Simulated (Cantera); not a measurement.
Input: 1 mol Si3N4, 0.089 mol H2, at 133 Pa.

Method: chemical equilibrium by Gibbs-energy minimisation in Cantera with the NASA 1993 tables (ideal gas, pure condensed phases). Candidate condensed phases: Si, Si3N4; 18 gas species. The tables' values for SiN are old estimates; treat these amounts as uncertain. Rates play no part. All values below are at 2250 K.

Base state: N2 0.509, Si 0.444, H 0.0218, H2 0.0115, Si2 0.00783, Si2N 0.00188, SiN 0.00177, Si3 0.00150 (mole fractions); condensed: Si(l).

Question: What changes in the equilibrium state with this change: H2 from 0.089 to 0.47 mol?

Answer: 
```
species       before    after
----------  --------  -------
Si             0.444    0.444
N2             0.509    0.417
H2            0.0115   0.0705
H             0.0218   0.0540
SiH2         4.30e-6  2.64e-5
SiH         0.000699  0.00173
Si(l), mol      1.16    0.749
```
Gases not in the tables: Si2H6 and higher silanes.

Question: What changes in the equilibrium state with this change: 0.0032 mol CO2 added?

Answer: 
```csv
species,before,after
N2,0.509,0.507
Si,0.444,0.444
H,0.0218,0.0217
SiO,0,0.00159
Si2C,0,0.000763
H2,0.0115,0.0114
CO,0,3.92e-5
SiH,0.000699,0.000697
SiN,0.00177,0.00177
Si2N,0.00188,0.00188
"Si(l), mol",1.16,1.14
```
Further candidate phases: C, C6H6, C7H8, C8H18, H2O, SiC, SiO2, Si2N2O.
